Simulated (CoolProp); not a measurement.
Sulfur hexafluoride along the isotherm 92.85 °C: fugacity coefficient from the reference equation and from simpler models built on Tc = 45.6 °C, pc = 3755 kPa, ω = 0.210; each cubic takes its own stable root.

Computed with CoolProp (reference Helmholtz-energy equation of state, Guder 2009).

```csv
p (kPa),phase,reference,van der Waals,Soave-Redlich-Kwong
3130,gas,0.8326,0.8271,0.8320
6260,supercritical,0.6799,0.6553,0.6836
9390,supercritical,0.5599,0.5358,0.5725
12500,supercritical,0.4877,0.4759,0.5058
15600,supercritical,0.4449,0.4445,0.4660
18800,supercritical,0.4180,0.4285,0.4410
21900,supercritical,0.4024,0.4230,0.4265
25000,supercritical,0.3937,0.4243,0.4187
28200,supercritical,0.3899,0.4310,0.4155
31300,supercritical,0.3900,0.4419,0.4162
34400,supercritical,0.3931,0.4565,0.4198
37500,supercritical,0.3987,0.4745,0.4258
```
